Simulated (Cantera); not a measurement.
Cantera run:

```python
import numpy as np
import cantera as ct

gas_names = """
    F F2 N NF NF2 NF3 N2 Si SiF SiF2 SiF3 SiF4 SiN Si2 Si2N Si3
""".split()
cond_names = """
    Si(cr) Si(L) Si3N4(a)
""".split()


# ... load() reads the species with a 1 bar reference pressure and builds the phases ...
atoms = {
    'Si': {'Si': 1},
    'NF3': {'N': 1, 'F': 3},
    'N2': {'N': 2},
}
top_T = {'Si3N4(a)': 2400}  # K; cautious upper limits of use, not melting points


# ... equilibrate(T, P, feed) seeds the gas with the atoms and calls Mixture.equilibrate('TP', solver="vcs", rtol=1e-11, max_steps=5000) ...
results = []
feed = {'Si': 1, 'NF3': 3.8, 'N2': 0.52}  # mol
T = 1423  # K
P = 1333.22  # Pa
mix = equilibrate(T, P, feed)
results.append((T, P, feed, dict(zip(mix.species_names, mix.species_moles))))
x = sorted(zip(gas.X, gas.species_names), reverse=True)
print(f"T = {T:g} K  P = {P:g} Pa  gas = {mix.phase_moles(0):.4g} mol")
print("   x: " + "  ".join(f"{s} {v:.3e}" for v, s in x if v > 1e-05))
print("   condensed (mol): " + ("  ".join(f"{mix.phase(i).name} {mix.phase_moles(i):.4g}"
      for i in range(1, mix.n_phases) if mix.phase_moles(i) > 1e-12) or "none"))
```

Output:

```
T = 1423 K  P = 1333.22 Pa  gas = 10.8 mol
   x: F 6.817e-01  N2 2.240e-01  SiF4 9.258e-02  F2 1.719e-03
   condensed (mol): none
```

These are equilibrium values from Cantera (NASA tables, ideal gas, pure condensed phases), not measurements of a reactor.
